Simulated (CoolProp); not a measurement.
The numbers come from the reference Helmholtz-energy equation of state, Thol 2018 in CoolProp.

### Question
Give the vapour pressure (MPa), liquid density (kg/m³), vapour density (kg/m³), enthalpy of vaporisation (kJ/kg) of saturated hydrogen chloride at 254, 272, 294.5 K.

### Answer
```csv
T (K),p (MPa),liquid density (kg/m³),vapour density (kg/m³),enthalpy of vaporisation (kJ/kg)
254,1.52,998,31.8,352
272,2.51,932,53.9,314
294.5,4.36,830,103,251
```
